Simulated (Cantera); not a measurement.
A perfectly stirred reactor is fed with 1.74 % C₃H₈, 10.2 % O₂, 88.0 % N₂, equivalence ratio 0.85, at 0.987 atm; it is adiabatic with a 750 K inlet, and is followed from long to short residence time, starting on the burning branch (τ in s: 0.057, 0.024, 0.0098, 0.0041, 0.0017, 0.00071, 0.0003, 0.00012, 5.1e-05, 2.1e-05, 8.9e-06, 3.7e-06).

Cantera simulation using GRI-Mech 3.0 (53 species, 325 reactions); the numbers are that mechanism's predictions, not measurements. GRI-Mech 3.0 was tuned for natural gas; its chemistry of propane as a main component is partial and can be far from experiment.

x: mole fraction; the columns are a selection and need not sum to one.

```csv
τ (s),T (K),x C₃H₈,x O₂,x CH₄,x HO₂,x CO,x NO
0.057,1708,1.27e-6,0.0157,3.22e-7,…,0.00158,2.66e-5
0.024,1695,2.20e-6,0.0163,5.34e-7,…,0.00252,2.67e-5
0.0098,1675,3.85e-6,0.0171,1.03e-6,…,0.00392,2.69e-5
0.0041,1648,6.78e-6,0.0183,2.25e-6,…,0.00582,2.52e-5
0.0017,1611,1.29e-5,0.0200,5.69e-6,…,0.00851,2.08e-5
0.00071,1562,2.81e-5,0.0227,1.72e-5,…,0.0127,1.41e-5
0.00030,1475,9.88e-5,0.0294,9.47e-5,…,0.0216,5.49e-6
0.00012,750,0.0174,0.102,<1e-12,<1e-12,<1e-12,<1e-12
5.1e-5,750,0.0174,0.102,<1e-12,<1e-12,<1e-12,<1e-12
2.1e-5,750,0.0174,0.102,<1e-12,<1e-12,<1e-12,<1e-12
8.9e-6,750,0.0174,0.102,<1e-12,<1e-12,<1e-12,<1e-12
3.7e-6,750,0.0174,0.102,<1e-12,<1e-12,<1e-12,<1e-12
```

Question: Complete the blanks.

Answer: 
- 0.057, x HO₂: 1.60e-6
- 0.024, x HO₂: 2.38e-6
- 0.0098, x HO₂: 3.45e-6
- 0.0041, x HO₂: 4.80e-6
- 0.0017, x HO₂: 6.68e-6
- 0.00071, x HO₂: 1.00e-5
- 0.00030, x HO₂: 2.26e-5
